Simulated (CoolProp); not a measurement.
The numbers come from the reference Helmholtz-energy equation of state, Lemmon 2003 in CoolProp. It is a pseudo-pure fit of the blend.

### Question
For R507A, give the phase and the cv (kJ/(kg K)), speed of sound (m/s), expansivity (1/kK), conductivity (mW/(m K)) at 7.45 °C and 17.9 MPa.

### Answer
- 7.45 °C and 17.9 MPa: liquid; cv 0.883, speed of sound 620, expansivity 2.33, conductivity 82.9

Thermal conductivity comes from a separate model (Geller 2001).
